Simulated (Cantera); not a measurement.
A closed system holds: 1 mol H2S, 0.14 mol O2, equilibrated at 2648.15 K and 1.00 bar.

Equilibrium computed with Cantera from the NASA thermochemical tables; the gas is ideal and each condensed phase is pure. Candidate condensed phases: H2O, H2SO4, S; 19 gas species. Rates play no part.

Base state: H2 0.439, S2 0.225, H2O 0.116, SH 0.0663, SO 0.0392, S 0.0374, H2S 0.0325, H 0.0308 (mole fractions); condensed: gas only.

### Question
What changes in the equilibrium state with this change: O2 from 0.14 to 0.026 mol?

### Answer
```json
[
 {"species": "H2", "before": "0.439", "after": "0.532"},
 {"species": "S2", "before": "0.225", "after": "0.245"},
 {"species": "SH", "before": "0.0663", "after": "0.0761"},
 {"species": "H2O", "before": "0.116", "after": "0.0253"},
 {"species": "SO", "before": "0.0392", "after": "0.00734"},
 {"species": "H2S", "before": "0.0325", "after": "0.0410"},
 {"species": "H", "before": "0.0308", "after": "0.0339"},
 {"species": "S", "before": "0.0374", "after": "0.0390"},
 {"species": "SO2", "before": "0.00972", "after": "0.000326"},
 {"species": "O", "before": "8.97e-5", "after": "1.61e-5"},
 {"species": "S2O", "before": "0.00137", "after": "0.000268"}
]
```
